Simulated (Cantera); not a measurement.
A closed system holds: 1 mol SiH₂Cl₂, 0.046 mol HCl, 140 mol H₂, held at 1.80 bar.

These are equilibrium values from Cantera (NASA tables, ideal gas, pure condensed phases), not measurements of a reactor. Candidate condensed phases: Si; 19 gas species. Gases not in the tables: Si₂H₆ and higher silanes. Equilibrium is a limit: real reactors are often held back by kinetics, nucleation or transport.

Task: Which condensed phases are stable at each of these points (T (K)): 898, 973, 1048, 1123, 1198, 1273, 1348, 1423, 1498, 1573, 1648, 1723?

Result: 
| T (K) | condensed phases | Si condensed (%) |
|---|---|---|
| 898 | Si(s) | 40.9 |
| 973 | Si(s) | 46.4 |
| 1048 | Si(s) | 54.8 |
| 1123 | Si(s) | 65.5 |
| 1198 | Si(s) | 76.2 |
| 1273 | Si(s) | 84.2 |
| 1348 | Si(s) | 88.4 |
| 1423 | Si(s) | 90.1 |
| 1498 | Si(s) | 90.7 |
| 1573 | Si(s) | 90.7 |
| 1648 | Si(s) | 90.5 |
| 1723 | Si(l) | 90.7 |

From 898 K to 1648 K the condensed part is Si(s). At 1723 K the condensed part is Si(l).
